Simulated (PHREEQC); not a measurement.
Consider water at 20 °C with 2.5 mol/kgw MgCl2. Closed to the air; pH follows from the charge balance.

All values are PHREEQC results (Pitzer model, pitzer.dat), not measurements.

```json
[
 {"quantity": "pH", "before": "4.93", "after": "-2.55"},
 {"quantity": "ionic strength (mol/kgw)", "before": "7.50", "after": "11.3"}
]
```

**Question.** Which change was made?
A) MgCl2 from 2.5 to 2.25 mol/kgw
B) temperature from 20 to 80 °C
C) MgCl2 replaced by NaCl at the same molality
D) temperature from 20 to 5 °C
E) 3.2 mol/kgw H2SO4 added

**Answer.** E, 3.2 mol/kgw H2SO4 added

This is a speciation only: nothing precipitates in the calculation. In brines, pH and single-ion activities rest on the MacInnes convention.
